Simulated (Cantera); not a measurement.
A closed system holds: 1 mol B₂O₃, 4 mol O₂, 5.3 mol N₂, 23 mol NH₃, equilibrated at 1.00 bar.

Cantera equilibrium calculation (NASA polynomials, part measured and part estimated; ideal gas, pure solids and liquids). Candidate condensed phases: B, BN, B₂O₃, B₃O₃H₃, H₂O; 39 gas species. Gases not in the tables: H₃BO₃. Kinetics and transport are ignored.

**Question.** Which condensed phases are stable at each of these points (T (K)): 1423, 1473, 1523, 1573, 1623, 1673, 1723, 1773, 1823?

**Answer.** 
| T (K) | condensed phases | B condensed (%) |
|---|---|---|
| 1423 | B₂O₃(l) | 85.5 |
| 1473 | B₂O₃(l) | 78.6 |
| 1523 | B₂O₃(l) | 68.3 |
| 1573 | B₂O₃(l) | 53.5 |
| 1623 | B₂O₃(l) | 32.7 |
| 1673 | B₂O₃(l) | 4.5 |
| 1723 | gas only | 0.0 |
| 1773 | gas only | 0.0 |
| 1823 | gas only | 0.0 |

From 1423 K to 1673 K the condensed part is B₂O₃(l). From 1723 K to 1823 K nothing is condensed.
